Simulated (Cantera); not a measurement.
What does this Cantera script print?

```python
import numpy as np
import cantera as ct

gas = ct.Solution("gri30.yaml")
gas.TPX = 1800, 101325, {'C2H4': 1, 'H2': 34}
reactor = ct.IdealGasConstPressureReactor(gas, energy="off", clone=False)
net = ct.ReactorNet([reactor])
net.rtol, net.atol = 1e-08, 1e-18
show = ['C2H4', 'H2', 'CH3', 'CH2', 'CH4']
times = np.geomspace(0.0005, 70, 14)

steps = ct.SolutionArray(gas, extra=["t"])
rows = []
print(f"{'t/s':>10s}{'T/K':>9s}{'P/Pa':>11s}" + "".join(f"{s:>11s}" for s in show))
for t in times:
    while net.time < t:
        t_next = net.step()
        steps.append(gas.state, t=t_next)
    rows.append([np.interp(t, steps.t, y) for y in (steps.T, steps.P, *steps(*show).X.T)])
    print(f"{t:10.3e}{rows[-1][0]:9.1f}{rows[-1][1]:11.4g}" + "".join(f"{x:11.3e}" for x in rows[-1][2:]))
rate = np.gradient(steps.T, steps.t)
print("integrator steps:", len(steps.t))
if steps.T.max() > steps.T[0] + 200:
    print(f"time of steepest temperature rise: {steps.t[rate.argmax()]:.4e} s")
gas.TPX = 1800, 101325, {'C2H4': 1, 'H2': 34}
gas.equilibrate("TP")
print(f"equilibrium (TP): T = {gas.T:.1f} K  " + "  ".join(f"{s} {gas[s].X[0]:.3e}" for s in show))
```

Result:

```
       t/s      T/K       P/Pa       C2H4         H2        CH3        CH2        CH4
 5.000e-04   1800.0  1.013e+05  9.006e-03  9.717e-01  8.808e-07  3.210e-09  2.007e-04
 1.244e-03   1800.0  1.013e+05  1.069e-03  9.718e-01  1.801e-06  1.087e-09  3.369e-04
 3.095e-03   1800.0  1.013e+05  6.107e-04  9.716e-01  3.423e-06  1.902e-09  4.501e-04
 7.701e-03   1800.0  1.013e+05  6.068e-04  9.714e-01  5.794e-06  2.937e-09  7.537e-04
 1.916e-02   1800.0  1.013e+05  5.993e-04  9.711e-01  1.128e-05  5.207e-09  1.488e-03
 4.767e-02   1800.0  1.013e+05  5.821e-04  9.702e-01  2.354e-05  1.019e-08  3.150e-03
 1.186e-01   1800.0  1.013e+05  5.524e-04  9.686e-01  4.483e-05  1.868e-08  6.073e-03
 2.951e-01   1800.0  1.013e+05  5.309e-04  9.675e-01  6.051e-05  2.484e-08  8.242e-03
 7.342e-01   1800.0  1.013e+05  5.287e-04  9.674e-01  6.220e-05  2.550e-08  8.476e-03
 1.827e+00   1800.0  1.013e+05  5.287e-04  9.674e-01  6.221e-05  2.550e-08  8.477e-03
 4.545e+00   1800.0  1.013e+05  5.287e-04  9.674e-01  6.221e-05  2.550e-08  8.477e-03
 1.131e+01   1800.0  1.013e+05  5.287e-04  9.674e-01  6.221e-05  2.550e-08  8.477e-03
 2.813e+01   1800.0  1.013e+05  5.287e-04  9.674e-01  6.221e-05  2.550e-08  8.477e-03
 7.000e+01   1800.0  1.013e+05  5.287e-04  9.674e-01  6.221e-05  2.550e-08  8.477e-03
integrator steps: 865
equilibrium (TP): T = 1800.0 K  C2H4 5.287e-04  H2 9.674e-01  CH3 6.221e-05  CH2 2.550e-08  CH4 8.477e-03
```

Detailed kinetics in Cantera: GRI-Mech 3.0 (53 species, 325 reactions). GRI-Mech 3.0 was tuned for natural gas; its chemistry of ethylene as a main component is partial and can be far from experiment. GRI-Mech 3.0 stops at C3 and has no aromatics, soot or wall deposition, so with more carbon than oxygen in the feed, carbon stays in small species such as C2H2 where larger ones or solid carbon would form.
